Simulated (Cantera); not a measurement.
Charge: 1 mol Al, 3.3 mol I2, 0.45 mol N2, equilibrated at 3.60 Pa.

These are equilibrium values from Cantera (NASA tables, ideal gas, pure condensed phases), not measurements of a reactor. Candidate condensed phases: Al, AlI3, AlN, I2; 10 gas species. Equilibrium is a limit: real reactors are often held back by kinetics, nucleation or transport.

x: gas mole fraction; n: condensed amount in mol.

| T (K) | x I | x AlI3 | x I2 | x N2 | x AlI | x Al2I6 | n AlN(s) |
|---|---|---|---|---|---|---|---|
| 848 | 0.576 | 0.219 | 0.106 | 0.0986 | 5.66e-9 | ? | 0 |
| 898 | 0.659 | 0.206 | 0.0415 | 0.0928 | 1.71e-7 | ? | 0 |
| 948 | 0.730 | 0.175 | 0.0172 | 0.0779 | 3.36e-6 | ? | 0.103 |
| 998 | 0.846 | 0.103 | 0.00868 | 0.0425 | 2.97e-5 | ? | 0.421 |
| 1048 | 0.916 | 0.0582 | 0.00420 | 0.0209 | 0.000218 | ? | 0.649 |
| 1098 | 0.953 | 0.0337 | 0.00203 | 0.00951 | 0.00138 | ? | 0.782 |
| 1148 | 0.968 | 0.0185 | 0.00100 | 0.00495 | 0.00702 | ? | 0.837 |

Q: Some entries are withheld; supply them.

A: 
- 848, x Al2I6: 1.29e-7
- 898, x Al2I6: 5.48e-8
- 948, x Al2I6: 2.06e-8
- 998, x Al2I6: 3.97e-9
- 1048, x Al2I6: 7.58e-10
- 1098, x Al2I6: 1.59e-10
- 1148, x Al2I6: 3.15e-11
